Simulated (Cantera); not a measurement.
## Roasting and sulfation: FeS₂ + SO₂ + N₂

A closed system holds: 1 mol FeS₂, 2.2 mol SO₂, 19 mol N₂, at 69.0 Torr.

Equilibrium computed with Cantera from the NASA thermochemical tables; the gas is ideal and each condensed phase is pure. Candidate condensed phases: Fe, FeO, FeS, FeSO₄, FeS₂, Fe₂O₃, Fe₂(SO₄)₃, Fe₃O₄, S; 19 gas species. FeS: taken at fixed stoichiometry. Gases not in the tables: S₃ to S₇. Equilibrium is a limit: real reactors are often held back by kinetics, nucleation or transport.

From 650 K to 800 K the condensed part is FeS₂(s) + Fe₃O₄(s). At 850 K the condensed part is FeS(s) + FeS₂(s). From 900 K to 1050 K the condensed part is FeS(s).

```json
[
 {"T (K)": "650", "x N₂": "0.896", "x SO₂": "0.104", "x S₂": "1.85e-5", "x S₂O": "3.78e-6", "x SO": "9.57e-10", "x S": "<1e-12", "x SO₃": "7.01e-11", "n FeS₂(s)": "1.000", "n Fe₃O₄(s)": "0.000113", "n FeS(s)": "0"},
 {"T (K)": "700", "x N₂": "0.896", "x SO₂": "0.104", "x S₂": "0.000100", "x S₂O": "1.27e-5", "x SO": "7.29e-9", "x S": "<1e-12", "x SO₃": "1.36e-10", "n FeS₂(s)": "0.998", "n Fe₃O₄(s)": "0.000583", "n FeS(s)": "0"},
 {"T (K)": "750", "x N₂": "0.896", "x SO₂": "0.103", "x S₂": "0.000437", "x S₂O": "3.66e-5", "x SO": "4.24e-8", "x S": "<1e-12", "x SO₃": "2.41e-10", "n FeS₂(s)": "0.993", "n Fe₃O₄(s)": "0.00246", "n FeS(s)": "0"},
 {"T (K)": "800", "x N₂": "0.896", "x SO₂": "0.103", "x S₂": "0.00159", "x S₂O": "9.23e-5", "x SO": "1.98e-7", "x S": "1.39e-12", "x SO₃": "3.95e-10", "n FeS₂(s)": "0.974", "n Fe₃O₄(s)": "0.00881", "n FeS(s)": "0"},
 {"T (K)": "850", "x N₂": "0.884", "x SO₂": "0.102", "x S₂": "0.0132", "x S₂O": "0.000434", "x SO": "9.81e-7", "x S": "2.69e-11", "x SO₃": "4.79e-10", "n FeS₂(s)": "0.419", "n Fe₃O₄(s)": "0", "n FeS(s)": "0.581"},
 {"T (K)": "900", "x N₂": "0.876", "x SO₂": "0.101", "x S₂": "0.0226", "x S₂O": "0.000626", "x SO": "2.90e-6", "x S": "1.92e-10", "x SO₃": "7.91e-10", "n FeS₂(s)": "0", "n Fe₃O₄(s)": "0", "n FeS(s)": "1.00"},
 {"T (K)": "950", "x N₂": "0.876", "x SO₂": "0.101", "x S₂": "0.0226", "x S₂O": "0.000609", "x SO": "6.83e-6", "x S": "8.74e-10", "x SO₃": "1.42e-9", "n FeS₂(s)": "0", "n Fe₃O₄(s)": "0", "n FeS(s)": "1.00"},
 {"T (K)": "1000", "x N₂": "0.876", "x SO₂": "0.101", "x S₂": "0.0226", "x S₂O": "0.000595", "x SO": "1.48e-5", "x S": "3.43e-9", "x SO₃": "2.40e-9", "n FeS₂(s)": "0", "n Fe₃O₄(s)": "0", "n FeS(s)": "1.00"},
 {"T (K)": "1050", "x N₂": "0.876", "x SO₂": "0.101", "x S₂": "0.0226", "x S₂O": "0.000582", "x SO": "2.96e-5", "x S": "1.18e-8", "x SO₃": "3.87e-9", "n FeS₂(s)": "0", "n Fe₃O₄(s)": "0", "n FeS(s)": "1.00"}
]
```
x: gas mole fraction; n: condensed amount in mol.
